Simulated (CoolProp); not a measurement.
Vapour-liquid equilibrium of carbon dioxide (1) + hydrogen sulfide (2) at 232.1 K; x and y are mole fractions of (1).

Computed with CoolProp (multi-fluid Helmholtz-energy mixture model, Span 1996 and Lemmon 2006; pair parameters Kunz 2012).

| x | bubble pressure (MPa) | y at the bubble point | dew pressure at overall composition x (MPa) | liquid density (mol/L) |
|---|---|---|---|---|
| 0.05 | 0.3442 | 0.309 | 0.2577 | 26.91 |
| 0.125 | 0.4688 | 0.519 | 0.2780 | 26.91 |
| 0.2 | 0.5674 | 0.623 | 0.3017 | 26.78 |
| 0.275 | 0.6442 | 0.685 | 0.3297 | 26.56 |
| 0.35 | 0.7039 | 0.726 | 0.3631 | 26.26 |
| 0.425 | 0.7510 | 0.757 | 0.4038 | ___ |
| 0.5 | 0.7896 | 0.782 | 0.4543 | 25.58 |
| 0.575 | ___ | 0.805 | 0.5180 | 25.26 |
| 0.65 | 0.8526 | 0.828 | 0.5995 | 24.98 |
| 0.725 | 0.8808 | 0.853 | 0.7021 | 24.80 |
| 0.8 | 0.9077 | 0.882 | 0.8153 | 24.73 |
| 0.875 | 0.9328 | ___ | 0.9019 | ___ |
| 0.95 | 0.9548 | 0.962 | 0.9498 | 25.12 |

Q: Some entries are withheld; supply them.

A: 
- 0.425, liquid density (mol/L): 25.93
- 0.575, bubble pressure (MPa): 0.8227
- 0.875, y at the bubble point: 0.917
- 0.875, liquid density (mol/L): 24.82

No azeotrope shows between x = 0.05 and 0.95.

Pair parameters are fitted to limited data, so mixtures are less certain than the pure fluids.
